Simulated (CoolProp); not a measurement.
Vapour-liquid equilibrium of R125 (1) + dimethyl ether (2) at -76.45 °C; x and y are mole fractions of (1).

Values from CoolProp's multi-fluid Helmholtz-energy mixture model, Lemmon 2005 and Wu 2011; pair parameters Bell 2016.

| x | bubble pressure (MPa) | y at the bubble point | dew pressure at overall composition x (MPa) | liquid density (mol/L) |
|---|---|---|---|---|
| 0.05 | 0.005454 | 0.080 | (withheld) | 17.21 |
| 0.125 | 0.005759 | 0.202 | (withheld) | (withheld) |
| 0.2 | 0.006148 | 0.326 | 0.005752 | 16.58 |
| 0.275 | 0.006651 | 0.449 | (withheld) | 16.28 |
| 0.35 | 0.007300 | 0.567 | 0.006234 | 15.98 |
| 0.425 | 0.008124 | 0.673 | 0.006540 | 15.68 |
| 0.5 | 0.009151 | 0.765 | 0.006907 | 15.39 |
| 0.575 | (withheld) | 0.840 | 0.007355 | 15.09 |
| 0.65 | 0.01186 | (withheld) | 0.007918 | 14.80 |
| 0.725 | 0.01351 | 0.938 | 0.008654 | 14.51 |
| 0.8 | 0.01528 | 0.966 | (withheld) | 14.22 |
| 0.875 | 0.01707 | (withheld) | 0.01122 | 13.93 |
| 0.95 | 0.01877 | 0.996 | 0.01415 | 13.63 |

**Question.** Some entries are withheld; supply them.

**Answer.** 
- 0.05, dew pressure at overall composition x (MPa): 0.005389
- 0.125, dew pressure at overall composition x (MPa): 0.005559
- 0.125, liquid density (mol/L): 16.89
- 0.275, dew pressure at overall composition x (MPa): 0.005975
- 0.575, bubble pressure (MPa): 0.01040
- 0.65, y at the bubble point: 0.897
- 0.8, dew pressure at overall composition x (MPa): 0.009671
- 0.875, y at the bubble point: 0.985

No azeotrope shows between x = 0.05 and 0.95.

The pair parameters rest on a limited set of measurements; away from them the model extrapolates.
